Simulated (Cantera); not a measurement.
A perfectly stirred reactor is fed with CH4 : O2 : N2 = 1 : 3.85 : 16.2 (molar parts), equivalence ratio 0.52, at 1.00 atm; it is adiabatic with a 350 K inlet, and is followed from long to short residence time, starting on the burning branch (τ in s: 0.072, 0.028, 0.011, 0.0044, 0.0017, 0.00067, 0.00026, 0.0001, 4.1e-05, 1.6e-05, 6.3e-06).

Model: GRI-Mech 3.0 (53 species, 325 reactions), integrated in Cantera.

One state of this run: T (K) = 1448; x CH4 = 0.000149; x O2 = 0.0889; x NO = 8.08e-7; x CH2CO = 7.16e-8; x CO = 0.00195; x HCO = 1.49e-7; x O = 0.000240. x: mole fraction; the columns are a selection and need not sum to one.

Q: Which value of τ (s) does it belong to?
A. 0.0017
B. 0.00067
C. 0.00026
D. 0.011

A: D, 0.011
